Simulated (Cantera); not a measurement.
Feed: 1 mol Si, 0.023 mol N2O, 1.9 mol H2, equilibrated at 1973 K.

Cantera equilibrium calculation (NASA polynomials, part measured and part estimated; ideal gas, pure solids and liquids). Candidate condensed phases: H2O, Si, SiO2, Si2N2O, Si3N4; 35 gas species. Mutual solubility and eutectic melting of coexisting phases are not modelled. Gases not in the tables: Si2H6 and higher silanes. The numbers say what is thermodynamically allowed, not how fast it happens.

### Question
What share of the Si ends up in condensed phases as a function of P (Pa), at 0.100, 1.50, 22, 320, 4600, 68000, 1000000?

### Answer
| P (Pa) | Si condensed (%) | as |
|---|---|---|
| 0.100 | 0.0 | - |
| 1.50 | 0.0 | - |
| 22 | 62.2 | Si(l) |
| 320 | 95.6 | Si(l) |
| 4600 | 97.5 | Si(l) |
| 68000 | 97.7 | Si(l) |
| 1000000 | 99.6 | Si(l) + Si2N2O(s) |
